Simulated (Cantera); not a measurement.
A Cantera script and what it prints.

```python
import numpy as np
import cantera as ct

gas_names = """
    H H2 N NH NH2 NH3 N2 N2H2 N2H4 Si SiH SiH2 SiH3 SiH4 SiN Si2 Si2N Si3
""".split()
cond_names = """
    Si(cr) Si(L) Si3N4(a)
""".split()


def load(file, names, dense=False):
    # The tables refer to 1 bar. Condensed volumes are neglected.
    table = {s.name: s for s in ct.Species.list_from_file(file)}
    out = []
    for n in names:
        d = dict(table[n].input_data)
        d["thermo"] = dict(d["thermo"], **{"reference-pressure": 1e5})
        if dense:
            d["equation-of-state"] = {"model": "constant-volume", "density": "1e6 g/cm^3"}
        out.append(ct.Species.from_dict(d))
    return out


gas = ct.Solution(thermo="ideal-gas", species=load("nasa_gas.yaml", gas_names))
cond = {s.name: ct.Solution(thermo="fixed-stoichiometry", species=[s], name=s.name)
        for s in load("nasa_condensed.yaml", cond_names, dense=True)}
atoms = {
    'SiH4': {'Si': 1, 'H': 4},
    'N2': {'N': 2},
    'H2': {'H': 2},
}
top_T = {'Si3N4(a)': 2400}  # K; cautious upper limits of use, not melting points


def equilibrate(T, P, feed):
    n = {}
    for name, mol in feed.items():
        for a, k in atoms[name].items():
            n[a] = n.get(a, 0.0) + k * mol
    gas.TPX = T, P, n
    mass = sum(n.values()) * gas.mean_molecular_weight
    gas.equilibrate("TP")
    valid = [c for c in cond.values() if c.min_temp <= T <= top_T.get(c.name, c.max_temp)]
    mix = ct.Mixture([(gas, mass / gas.mean_molecular_weight)] + [(c, 0.0) for c in valid])
    mix.T, mix.P = T, P
    mix.equilibrate("TP", solver="vcs", rtol=1e-11, max_steps=5000)
    return mix


results = []
T = 1023.15  # K
P = 133.322  # Pa
for m in [0.3, 0.68, 1.5, 3.4, 7.7, 17, 39, 88]:
    feed = {'SiH4': 1, 'N2': m, 'H2': 0.66}  # mol
    mix = equilibrate(T, P, feed)
    results.append((T, P, feed, dict(zip(mix.species_names, mix.species_moles))))

top = {s: max(r[3][s] / sum(r[3][g] for g in gas_names) for r in results) for s in gas_names}
cols = sorted((s for s in top if top[s] > 1e-05), key=lambda s: -top[s])[:7]
seen = [c for c in cond_names if any(r[3].get(c, 0) > 1e-12 for r in results)]
print("log10 of partial pressures in bar; condensed amounts in mol")
print(f"{'n(N2)':>10s}" + "".join(f"{s[:9]:>10s}" for s in cols + seen))
for T, P, feed, n in results:
    ng = sum(n[g] for g in gas_names)
    print(f"{feed['N2']:10.4g}" + "".join(f"{np.log10(max(n[s] / ng * P / 1e5, 1e-99)):10.3f}" for s in cols)
          + "".join(f"{n.get(c, 0):10.4g}" for c in seen))
```

Output:

```
log10 of partial pressures in bar; condensed amounts in mol
     n(N2)        H2        N2    Si(cr)  Si3N4(a)
       0.3    -2.875   -10.346      0.55      0.15
      0.68    -2.877    -5.177         0    0.3333
       1.5    -2.993    -3.498         0    0.3333
       3.4    -3.182    -3.170         0    0.3333
       7.7    -3.437    -3.014         0    0.3333
        17    -3.729    -2.941         0    0.3333
        39    -4.063    -2.904         0    0.3333
        88    -4.404    -2.888         0    0.3333
```

Cantera equilibrium calculation (NASA polynomials, part measured and part estimated; ideal gas, pure solids and liquids). N2 is the only nitrogen source here; it is nearly inert below about 1500 K, so the nitride shown seldom forms there in practice. Mutual solubility and eutectic melting of coexisting phases are not modelled.
